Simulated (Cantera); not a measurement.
A closed system holds: 1 mol B₂H₆, a varied amount of NH₃, 14 mol H₂, equilibrated at 770 Pa.

Points: T (K) = 1900, 1925, 1950, 1975, 2000, 2025, 2050, 2075, 2100, 2125, 2150, 2175, 2200, 2225; n(NH3) (mol) = 0.2, 0.29, 0.42, 0.61, 0.88, 1.3, 1.9, 2.7, 4, 5.8, 8.5.

Cantera's Mixture.equilibrate('TP', solver="vcs", rtol=1e-11, max_steps=5000) on the NASA tables stopped like this:

```
ERROR: FAILURE its = 5001!

*******************************************************************************
CanteraError thrown by MultiPhase::equilibrate:
VCS solver failed. Return code: -1
*******************************************************************************
```

### Question
What got this run through?

### Answer
This is not unique; one that fits is The failure is numerical, not chemical. The same input converged with solver="gibbs", rtol=1e-10, max_steps=50000, and the result passed a check of the equilibrium conditions:
```
   1900        0.2  B(b) + BN(s)
   1900       0.29  B(b) + BN(s)
   1900       0.42  B(b) + BN(s)
   1900       0.61  B(b) + BN(s)
   1900       0.88  B(b) + BN(s)
   1900        1.3  B(b) + BN(s)
   1900        1.9  B(b) + BN(s)
   1900        2.7  BN(s)
   1900          4  BN(s)
   1900        5.8  BN(s)
   1900        8.5  BN(s)
   1925        0.2  B(b) + BN(s)
   1925       0.29  B(b) + BN(s)
   1925       0.42  B(b) + BN(s)
   1925       0.61  B(b) + BN(s)
   1925       0.88  B(b) + BN(s)
   1925        1.3  B(b) + BN(s)
   1925        1.9  B(b) + BN(s)
   1925        2.7  BN(s)
   1925          4  BN(s)
   1925        5.8  BN(s)
   1925        8.5  BN(s)
   1950        0.2  B(b)
   1950       0.29  B(b) + BN(s)
   1950       0.42  B(b) + BN(s)
   1950       0.61  B(b) + BN(s)
   1950       0.88  B(b) + BN(s)
   1950        1.3  B(b) + BN(s)
   1950        1.9  B(b) + BN(s)
   1950        2.7  BN(s)
   1950          4  BN(s)
   1950        5.8  BN(s)
   1950        8.5  BN(s)
   1975        0.2  B(b)
   1975       0.29  B(b)
   1975       0.42  B(b) + BN(s)
   1975       0.61  B(b) + BN(s)
   1975       0.88  B(b) + BN(s)
   1975        1.3  B(b) + BN(s)
   1975        1.9  B(b) + BN(s)
   1975        2.7  BN(s)
   1975          4  BN(s)
   1975        5.8  BN(s)
   1975        8.5  BN(s)
   2000        0.2  B(b)
   2000       0.29  B(b)
   2000       0.42  B(b)
   2000       0.61  B(b) + BN(s)
   2000       0.88  B(b) + BN(s)
   2000        1.3  B(b) + BN(s)
   2000        1.9  B(b) + BN(s)
   2000        2.7  BN(s)
   2000          4  BN(s)
   2000        5.8  BN(s)
   2000        8.5  BN(s)
   2025        0.2  B(b)
   2025       0.29  B(b)
   2025       0.42  B(b)
   2025       0.61  B(b)
   2025       0.88  B(b) + BN(s)
   2025        1.3  B(b) + BN(s)
   2025        1.9  B(b) + BN(s)
   2025        2.7  B(b) + BN(s)
   2025          4  BN(s)
   2025        5.8  BN(s)
   2025        8.5  BN(s)
   2050        0.2  B(b)
   2050       0.29  B(b)
   2050       0.42  B(b)
   2050       0.61  B(b)
   2050       0.88  B(b)
   2050        1.3  B(b) + BN(s)
   2050        1.9  B(b) + BN(s)
   2050        2.7  B(b) + BN(s)
   2050          4  BN(s)
   2050        5.8  BN(s)
   2050        8.5  BN(s)
   2075        0.2  B(b)
   2075       0.29  B(b)
   2075       0.42  B(b)
   2075       0.61  B(b)
   2075       0.88  B(b)
   2075        1.3  B(b)
   2075        1.9  B(b) + BN(s)
   2075        2.7  B(b) + BN(s)
   2075          4  B(b) + BN(s)
   2075        5.8  BN(s)
   2075        8.5  BN(s)
   2100        0.2  B(b)
   2100       0.29  B(b)
   2100       0.42  B(b)
   2100       0.61  B(b)
   2100       0.88  B(b)
   2100        1.3  B(b)
   2100        1.9  B(b)
   2100        2.7  B(b)
   2100          4  B(b) + BN(s)
   2100        5.8  BN(s)
   2100        8.5  BN(s)
   2125        0.2  B(b)
   2125       0.29  B(b)
   2125       0.42  B(b)
   2125       0.61  B(b)
   2125       0.88  B(b)
   2125        1.3  B(b)
   2125        1.9  B(b)
   2125        2.7  B(b)
   2125          4  B(b)
   2125        5.8  B(b) + BN(s)
   2125        8.5  BN(s)
   2150        0.2  B(b)
   2150       0.29  B(b)
   2150       0.42  B(b)
   2150       0.61  B(b)
   2150       0.88  B(b)
   2150        1.3  B(b)
   2150        1.9  B(b)
   2150        2.7  B(b)
   2150          4  B(b)
   2150        5.8  B(b)
   2150        8.5  B(b)
   2175        0.2  B(b)
   2175       0.29  B(b)
   2175       0.42  B(b)
   2175       0.61  B(b)
   2175       0.88  B(b)
   2175        1.3  B(b)
   2175        1.9  B(b)
   2175        2.7  B(b)
   2175          4  B(b)
   2175        5.8  B(b)
   2175        8.5  B(b)
   2200        0.2  B(b)
   2200       0.29  B(b)
   2200       0.42  B(b)
   2200       0.61  B(b)
   2200       0.88  B(b)
   2200        1.3  B(b)
   2200        1.9  B(b)
   2200        2.7  B(b)
   2200          4  B(b)
   2200        5.8  B(b)
   2200        8.5  B(b)
   2225        0.2  B(b)
   2225       0.29  B(b)
   2225       0.42  B(b)
   2225       0.61  B(b)
   2225       0.88  B(b)
   2225        1.3  B(b)
   2225        1.9  B(b)
   2225        2.7  B(b)
   2225          4  B(b)
   2225        5.8  B(b)
   2225        8.5  B(b)
```

The gas is ideal and each condensed phase is pure. The feed counts by its element totals alone. Mutual solubility and eutectic melting of coexisting phases are not modelled.
